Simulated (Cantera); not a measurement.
Cantera run:

```python
import numpy as np
import cantera as ct

gas_names = """
    CL CL2 Fe FeCL FeCL2 FeCL3 Fe2CL4 Fe2CL6 H HCL H2 N NH NH2 NH3 N2 N2H2 N2H4
""".split()
cond_names = """
    Fe(a) Fe(c) Fe(d) Fe(L) FeCL2(s) FeCL2(L) FeCL3(s) FeCL3(L) NH4CL(a) NH4CL(b)
""".split()


# ... load() reads the species with a 1 bar reference pressure and builds the phases ...
atoms = {
    'FeCl3': {'Fe': 1, 'CL': 3},
    'H2': {'H': 2},
    'N2': {'N': 2},
}
top_T = {}  # K; cautious upper limits of use, not melting points


# ... equilibrate(T, P, feed) seeds the gas with the atoms and calls Mixture.equilibrate('TP', solver="vcs", rtol=1e-11, max_steps=5000) ...
results = []
T = 1023  # K
P = 1333.22  # Pa
for m in [0.21, 0.36, 0.62, 1.1, 1.8, 3.2, 5.5, 9.5, 16]:
    feed = {'FeCl3': 1, 'H2': m, 'N2': 130}  # mol
    mix = equilibrate(T, P, feed)
    results.append((T, P, feed, dict(zip(mix.species_names, mix.species_moles))))
    x = sorted(zip(gas.X, gas.species_names), reverse=True)
    print(f"T = {T:g} K  P = {P:g} Pa  n(H2) = {m:g} mol  gas = {mix.phase_moles(0):.4g} mol")
    print("   x: " + "  ".join(f"{s} {v:.3e}" for v, s in x if v > 0.0001))
    print("   condensed (mol): " + ("  ".join(f"{mix.phase(i).name} {mix.phase_moles(i):.4g}"
          for i in range(1, mix.n_phases) if mix.phase_moles(i) > 1e-12) or "none"))
```

It prints:

```
T = 1023 K  P = 1333.22 Pa  n(H2) = 0.21 mol  gas = 131.5 mol
   x: N2 9.884e-01  FeCL2 4.670e-03  HCL 3.193e-03  FeCL3 2.928e-03  CL2 6.794e-04  CL 1.227e-04
   condensed (mol): none
T = 1023 K  P = 1333.22 Pa  n(H2) = 0.36 mol  gas = 131.7 mol
   x: N2 9.867e-01  FeCL2 5.830e-03  HCL 5.465e-03  FeCL3 1.754e-03  CL2 1.564e-04
   condensed (mol): none
T = 1023 K  P = 1333.22 Pa  n(H2) = 0.62 mol  gas = 132.1 mol
   x: N2 9.840e-01  HCL 7.569e-03  FeCL2 7.557e-03  H2 9.084e-04
   condensed (mol): none
T = 1023 K  P = 1333.22 Pa  n(H2) = 1.1 mol  gas = 132.6 mol
   x: N2 9.804e-01  HCL 1.014e-02  FeCL2 6.236e-03  H2 3.228e-03
   condensed (mol): Fe(a) 0.172
T = 1023 K  P = 1333.22 Pa  n(H2) = 1.8 mol  gas = 133.3 mol
   x: N2 9.752e-01  HCL 1.301e-02  H2 6.997e-03  FeCL2 4.742e-03
   condensed (mol): Fe(a) 0.3673
T = 1023 K  P = 1333.22 Pa  n(H2) = 3.2 mol  gas = 134.7 mol
   x: N2 9.651e-01  HCL 1.595e-02  H2 1.578e-02  FeCL2 3.159e-03
   condensed (mol): Fe(a) 0.5743
T = 1023 K  P = 1333.22 Pa  n(H2) = 5.5 mol  gas = 137 mol
   x: N2 9.489e-01  H2 3.121e-02  HCL 1.788e-02  FeCL2 2.008e-03
   condensed (mol): Fe(a) 0.7249
T = 1023 K  P = 1333.22 Pa  n(H2) = 9.5 mol  gas = 141 mol
   x: N2 9.220e-01  H2 5.794e-02  HCL 1.887e-02  FeCL2 1.204e-03
   condensed (mol): Fe(a) 0.8302
T = 1023 K  P = 1333.22 Pa  n(H2) = 16 mol  gas = 147.5 mol
   x: N2 8.814e-01  H2 9.901e-02  HCL 1.892e-02  FeCL2 7.085e-04
   condensed (mol): Fe(a) 0.8955
```

These are equilibrium values from Cantera (NASA tables, ideal gas, pure condensed phases), not measurements of a reactor.
